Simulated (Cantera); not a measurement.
Gas mixture: O₂ : H₂O = 0.17 : 0.24 (molar parts), at 80000 Pa, frozen composition.

Cantera's kinetic-theory transport with the Lennard-Jones parameters of GRI-Mech 3.0, ideal gas; thermal conductivity in the multicomponent form. Polar gases are described roughly by these parameters.

D: mixture-averaged diffusion coefficient of that species in the mixture.

```csv
T (K),ρ (kg/m³),cp (J/kg/K),μ (µPa s),λ (mW/m/K),Pr,D (cm²/s) CH₃,D (cm²/s) C₂H₂,D (cm²/s) NH₃
400,0.573,1367,18.9,37.4,0.690,0.502,0.370,0.461
550,0.417,1429,…,…,0.678,…,…,…
700,0.327,1496,31.0,68.9,0.674,1.38,1.03,1.37
850,0.270,1561,36.6,85.0,0.672,1.93,1.46,1.98
1000,0.229,1622,41.9,101,0.672,2.55,1.93,2.67
1150,0.199,1681,47.0,118,0.672,3.24,2.46,3.45
1300,0.176,1735,51.9,134,0.672,3.99,3.04,4.30
1450,0.158,1784,56.5,150,0.672,4.80,3.66,5.22
1600,0.143,1829,61.0,…,0.673,…,…,…
```

Problem. What belongs in the gaps?

Solution. 
- 550, μ (µPa s): 25.1
- 550, λ (mW/m/K): 53.0
- 550, D (cm²/s) CH₃: 0.896
- 550, D (cm²/s) C₂H₂: 0.669
- 550, D (cm²/s) NH₃: 0.864
- 1600, λ (mW/m/K): 166
- 1600, D (cm²/s) CH₃: 5.66
- 1600, D (cm²/s) C₂H₂: 4.32
- 1600, D (cm²/s) NH₃: 6.22
